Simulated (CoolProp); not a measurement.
A closed Brayton cycle with carbon dioxide: compressor inlet 313.15 K and 9 MPa, high pressure 28.8 MPa, turbine inlet 895 K, compressor efficiency 0.85, turbine efficiency 0.9, recuperator effectiveness 0.95 (on enthalpy, no pinch check). Each further row changes one setting.

Values from CoolProp's reference Helmholtz-energy equation of state, Span 1996.

| case | thermal efficiency (%) | net work (kJ/kg) | compressor to turbine work | compressor exit (K) | turbine exit (K) |
|---|---|---|---|---|---|
| as stated | ___ | 127 | 0.23 | 367.5 | 749.3 |
| turbine inlet 845 K | 39.2 | ___ | 0.25 | 367.5 | 704.4 |
| compressor inlet 323.15 K | 39.2 | 109 | 0.34 | 411.5 | 749.3 |
| high pressure 24.5 MPa | 39.6 | ___ | 0.22 | ___ | ___ |
| recuperator effectiveness 0.5 | 24.7 | 127 | 0.23 | 367.5 | 749.3 |

Task: Some entries are withheld; supply them.

Result: 
- as stated, thermal efficiency (%): 40.9
- turbine inlet 845 K, net work (kJ/kg): 116
- high pressure 24.5 MPa, net work (kJ/kg): 113
- high pressure 24.5 MPa, compressor exit (K): 359.3
- high pressure 24.5 MPa, turbine exit (K): 768.9
